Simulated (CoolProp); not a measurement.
A single-stage vapour-compression cycle with the fluid: evaporating at 262.15 K (dew point), condensing at 305.15 K (bubble point), superheat 8 K, subcooling 5 K, compressor efficiency 0.75, no pressure losses. The same conditions are run with several fluids, on thermodynamics alone (safety and materials aside).

Model: reference Helmholtz-energy equation of state of each fluid (R236EA: Rui 2013; sulfur dioxide: Gao 2016; R123: Younglove 1994; CH2F2 (R32): Tillner-Roth 1997; n-pentane: Thol 2019; R245fa: Akasaka 2015), in CoolProp.

```
fluid           cooling COP  pressure ratio  discharge temperature (K)  refrigerating effect (kJ/kg)  volumetric capacity (kJ/m³)
--------------  -----------  --------------  -------------------------  ----------------------------  ---------------------------
R236EA                 3.92            5.49                      314.9                           133                          439
sulfur dioxide         3.90            5.08                      408.9                           343                          972
R123                   4.08            6.11                      328.3                           153                          203
CH2F2 (R32)            3.70            3.61                      366.1                           272                         3980
n-pentane              4.07            6.09                      319.7                           320                          150
R245fa                 4.02            6.07                      322.4                           168                          321
```
